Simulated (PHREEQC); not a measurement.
3.4 g of hydrous ferric oxide (600 m²/g; 0.2 weak and 0.005 strong sites per Fe, Dzombak-Morel constants, diffuse double layer) in 1 kg of water with 0.3 mol/kgw of an inert sodium salt and 0.076 mmol/kgw NaH2PO4, at 25 °C; the pH is set by adding NaOH or the inert anion's acid. O2 is buffered at 0.21 atm. The system is closed to CO2. No solid was allowed to form.

All values are PHREEQC results (ion-association model, wateq4f.dat), not measurements.

```csv
pH,P sorbed (%),surface charge σ (C/m²),surface potential ψ (mV)
4,100.0,0.344,122
4.5,100.0,0.314,117
5,100.0,0.265,109
5.5,100.0,0.207,97
6,100.0,0.151,82
6.5,100.0,0.103,64
7,100.0,0.064,45
7.5,100.0,0.032,25
8,99.8,0.004,3
8.5,99.0,-0.023,-18
9,94.7,-0.053,-39
9.5,77.7,-0.089,-58
10,42.1,-0.133,-76
```

H3PO4, which wateq4f.dat lacks, is added to it with the constant of phreeqc.dat.
